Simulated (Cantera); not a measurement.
# Reactions in the system Cs-F-H-O

Standard-state values (1 bar) from the NASA 1993 polynomials, evaluated with Cantera. Values are per mole of reaction as written; species without (g) are pure solids or liquids, kept so even where they would boil at 1 bar.

2 CsOH + F2(g) → 2 HF(g) + 2 Cs(g) + O2(g)

```json
[
 {"T (K)": "948", "ΔH° (kJ)": "377.2", "ΔS° (J/K)": "388.0", "ΔG° (kJ)": "9.3", "log10 K": "-0.51"},
 {"T (K)": "998", "ΔH° (kJ)": "374.0", "ΔS° (J/K)": "384.7", "ΔG° (kJ)": "-10.0", "log10 K": "0.52"},
 {"T (K)": "1048", "ΔH° (kJ)": "370.8", "ΔS° (J/K)": "381.6", "ΔG° (kJ)": "-29.1", "log10 K": "1.45"},
 {"T (K)": "1098", "ΔH° (kJ)": "367.7", "ΔS° (J/K)": "378.7", "ΔG° (kJ)": "-48.1", "log10 K": "2.29"},
 {"T (K)": "1148", "ΔH° (kJ)": "364.5", "ΔS° (J/K)": "375.9", "ΔG° (kJ)": "-67.0", "log10 K": "3.05"},
 {"T (K)": "1198", "ΔH° (kJ)": "361.4", "ΔS° (J/K)": "373.3", "ΔG° (kJ)": "-85.7", "log10 K": "3.74"},
 {"T (K)": "1248", "ΔH° (kJ)": "358.3", "ΔS° (J/K)": "370.7", "ΔG° (kJ)": "-104.3", "log10 K": "4.37"},
 {"T (K)": "1298", "ΔH° (kJ)": "355.2", "ΔS° (J/K)": "368.3", "ΔG° (kJ)": "-122.8", "log10 K": "4.94"},
 {"T (K)": "1348", "ΔH° (kJ)": "352.2", "ΔS° (J/K)": "366.0", "ΔG° (kJ)": "-141.2", "log10 K": "5.47"},
 {"T (K)": "1398", "ΔH° (kJ)": "349.1", "ΔS° (J/K)": "363.8", "ΔG° (kJ)": "-159.4", "log10 K": "5.96"}
]
```
